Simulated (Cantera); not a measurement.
Feed: 1 mol V, 5.3 mol H₂O, held at 1273.15 K and 6.20e-6 bar.

Equilibrium computed with Cantera from the NASA thermochemical tables; the gas is ideal and each condensed phase is pure. Candidate condensed phases: H₂O, V, VO, V₂O₃, V₂O₄, V₂O₅; 12 gas species. Condensed phases not in the tables: the oxides between V₂O₃ and V₂O₅ other than VO₂. Equilibrium is a limit: real reactors are often held back by kinetics, nucleation or transport.

Base state: H₂O 0.717, H₂ 0.283, H 0.000153 (mole fractions); condensed: V₂O₃(s).

### Question
What changes in the equilibrium state with this change: temperature from 1273.15 K to 2775 K?

### Answer
| species | before | after |
|---|---|---|
| H | 0.000153 | 0.639 |
| O | 2.35e-9 | 0.300 |
| V | <1e-9 | 0.0424 |
| H₂O | 0.717 | 8.63e-7 |
| VO | <1e-9 | 0.0167 |
| H₂ | 0.283 | 0.000451 |
| O₂ | 2.95e-9 | 0.000231 |
| VO₂ | 1.76e-6 | 0.00125 |
| V₂O₃(s), mol | 0.500 | 0 |
